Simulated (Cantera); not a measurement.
Ca(OH)2 + C + CO2 (calcination and drying)

Charge: 1 mol Ca(OH)2, 0.064 mol C, 0.25 mol CO2, at 0.00133 bar.

Method: chemical equilibrium by Gibbs-energy minimisation in Cantera with the NASA 1993 tables (ideal gas, pure condensed phases). Candidate condensed phases: C, C6H6, C7H8, C8H18, Ca, CaCO3, CaO, Ca(OH)2, H2O; 115 gas species. Rates play no part.

| T (K) | x H2O | x CO2 | x H2 | x CO | x H | x OH | x O2 | n CaO(s) |
|---|---|---|---|---|---|---|---|---|
| 1100 | 0.687 | 0.215 | 0.0739 | 0.0235 | 1.93e-7 | 7.98e-9 | <1e-12 | 1.00 |
| 1150 | 0.690 | 0.213 | 0.0713 | 0.0261 | 5.46e-7 | 3.19e-8 | 1.30e-12 | 1.00 |
| 1200 | 0.692 | 0.210 | 0.0687 | 0.0287 | 1.42e-6 | 1.14e-7 | 1.23e-11 | 1.00 |
| 1250 | 0.695 | 0.208 | 0.0663 | 0.0311 | 3.41e-6 | 3.68e-7 | 9.79e-11 | 1.00 |
| 1300 | 0.697 | 0.206 | 0.0641 | 0.0333 | 7.67e-6 | 1.09e-6 | 6.68e-10 | 1.00 |
| 1350 | 0.699 | 0.204 | 0.0620 | 0.0354 | 1.62e-5 | 2.98e-6 | 3.98e-9 | 1.00 |
| 1400 | 0.701 | 0.202 | 0.0600 | 0.0374 | 3.26e-5 | 7.58e-6 | 2.09e-8 | 1.00 |
| 1450 | 0.703 | 0.200 | 0.0581 | 0.0393 | 6.24e-5 | 1.81e-5 | 9.85e-8 | 1.00 |
| 1500 | 0.705 | 0.198 | 0.0564 | 0.0410 | 0.000114 | 4.08e-5 | 4.19e-7 | 1.000 |
| 1550 | 0.706 | 0.196 | 0.0548 | 0.0426 | 0.000202 | 8.75e-5 | 1.63e-6 | 1.000 |
| 1600 | 0.707 | 0.195 | 0.0532 | 0.0441 | 0.000344 | 0.000179 | 5.82e-6 | 1.000 |
| 1650 | 0.708 | 0.193 | 0.0518 | 0.0455 | 0.000566 | 0.000350 | 1.93e-5 | 1.000 |
| 1700 | 0.709 | 0.192 | 0.0506 | 0.0468 | 0.000907 | 0.000658 | 5.96e-5 | 1.000 |
| 1750 | 0.709 | 0.191 | 0.0494 | 0.0481 | 0.00142 | 0.00119 | 0.000172 | 1.000 |
x: gas mole fraction; n: condensed amount in mol.

From 1100 K to 1750 K the condensed part is CaO(s).
